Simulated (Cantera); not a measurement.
**Premixed flame**

A freely propagating, adiabatic, planar premixed flame of 42.7 % H2, 8.20 % O2, 32.8 % N2, 16.2 % H2O, equivalence ratio 2.6, unburnt at 325 K and 0.630 bar; mixture-averaged transport, grid criteria slope 0.08 and curve 0.16, no radiation.

Computed with Cantera and the H2/O2 subset of GRI-Mech 3.0, which has no nitrogen chemistry. Burning velocities carry a grid error of a few per cent, more on coarse grids.

```tsv
z (mm)	T (K)	u (m/s)	x H2	x O2	x H2O	x HO2	x H	x H2O2
-1.84	325	1.57	0.427	0.0820	0.162	<1e-8	<1e-8	<1e-8
-1.23	325	1.57	0.427	0.0820	0.162	<1e-8	<1e-8	<1e-8
-0.922	325	1.57	0.427	0.0821	0.162	5.39e-8	<1e-8	1.44e-8
-0.614	328	1.58	0.425	0.0823	0.163	1.05e-6	<1e-8	2.83e-7
-0.307	395	1.86	0.410	0.0832	0.170	0.000166	5.23e-6	3.34e-5
-0.154	630	2.90	0.383	0.0760	0.195	0.000283	0.00102	6.44e-5
0	925	4.19	0.347	0.0582	0.238	0.000107	0.00702	1.56e-5
0.154	1138	5.12	0.311	0.0353	0.284	4.69e-5	0.0168	1.20e-6
0.307	1262	5.67	0.285	0.0164	0.320	1.92e-5	0.0244	3.23e-7
0.614	1365	6.12	0.270	0.00256	0.346	2.71e-6	0.0270	1.67e-7
1.23	1432	6.40	0.271	0.000123	0.352	1.25e-7	0.0212	1.14e-7
2.46	1485	6.61	0.275	1.42e-5	0.354	1.77e-8	0.0141	6.95e-8
4.91	1524	6.77	0.279	5.32e-6	0.355	<1e-8	0.00851	3.37e-8
```
x: mole fraction of selected species; z is measured from the peak of heat release.

The laminar burning velocity comes out as 157 cm/s. The thermal thickness comes out as 0.614 mm. The peak x(HO2) is 0.000365, the peak x(H) is 0.0273 and the peak x(H2O2) comes out as 7.02e-5. The grid points is 120.
